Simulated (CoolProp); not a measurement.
Computed with CoolProp (reference Helmholtz-energy equation of state, Lemmon 2006). It is a short technical equation, of lower accuracy than the large ones.

Problem. For C2F6 (R116), give the phase and the cv (kJ/(kg K)), Joule-Thomson coefficient (K/MPa), isothermal compressibility (1/MPa), expansivity (1/kK) at 39.95 °C and 0.283 MPa; 39.95 °C and 9.79 MPa.

Solution. 
- 39.95 °C and 0.283 MPa: gas; cv 0.737, Joule-Thomson coefficient 7.36, isothermal compressibility 3.63, expansivity 3.49
- 39.95 °C and 9.79 MPa: supercritical; cv 0.793, Joule-Thomson coefficient 0.780, isothermal compressibility 0.0276, expansivity 6.46
